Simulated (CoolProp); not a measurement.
Vapour-liquid equilibrium of CH2F2 (R32) (1) + R123 (2) at 0.298 MPa; x and y are mole fractions of (1).

Values from CoolProp's multi-fluid Helmholtz-energy mixture model, Tillner-Roth 1997 and Younglove 1994; pair parameters Bell 2016.

Question: Give the bubble temperature and the first vapour's composition at x = 0.05, 0.2, 0.8. Is there an azeotrope?

Answer: x = 0.05: 42.4 °C, y = 0.441; x = 0.2: 8.2 °C, y = 0.858; x = 0.8: -23.1 °C, y = 0.987. No azeotrope shows between x = 0.05 and 0.95.

Pair parameters are fitted to limited data, so mixtures are less certain than the pure fluids.
